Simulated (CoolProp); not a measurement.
A Linde-Hampson liquefier for ethylene: isothermal reversible compression at 320 K from 1 atm to 40 MPa, throttling to 1 atm, return gas leaving the recuperator 0 K below the feed. Each further row changes one setting.

Computed with CoolProp (reference Helmholtz-energy equation of state, Smukala 2000).

| case | liquid yield per pass | compression work (kJ/kg of gas) |
|---|---|---|
| as stated | (withheld) | 468 |
| high pressure 80 MPa | (withheld) | 554 |
| warm-end temperature 350 K | (withheld) | 539 |
| warm-end gap 5 K | (withheld) | 468 |

Task: Some entries are withheld; supply them.

Result: 
- as stated, liquid yield per pass: 0.428
- high pressure 80 MPa, liquid yield per pass: 0.384
- warm-end temperature 350 K, liquid yield per pass: 0.362
- warm-end gap 5 K, liquid yield per pass: 0.421
